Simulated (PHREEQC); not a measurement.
Dissolve 44.5 mmol/kgw HF, 105 mmol/kgw (NH4)2SiF6 and 0.4 mmol/kgw HCl at 20 °C. Closed to the air; pH follows from the charge balance.

Model: ion-association model, phreeqc.dat, run in PHREEQC.

```
Item                      Result
-----------------  -------------
pH                          2.20
ionic strength     0.323 mol/kgw
activity of water          0.994
density              1.009 g/cm³
total alkalinity     -465 meq/kg
```

```tsv
species	molality	activity	log γ
NH4+	0.210	0.134	-0.196
SiF6-2	0.105	0.0267	-0.595
HF	0.0360	0.0388	0.032
H+	0.00802	0.00626	-0.107
F-	0.00674	0.00451	-0.174
HF2-	0.000878	0.000644	-0.134
Cl-	0.000400	0.000273	-0.166
NH3	7.89e-9	8.49e-9	0.032
```

No solid was allowed to form. Species that the database lacks are ignored. SiF6-2 is the database's only silicon fluoride.
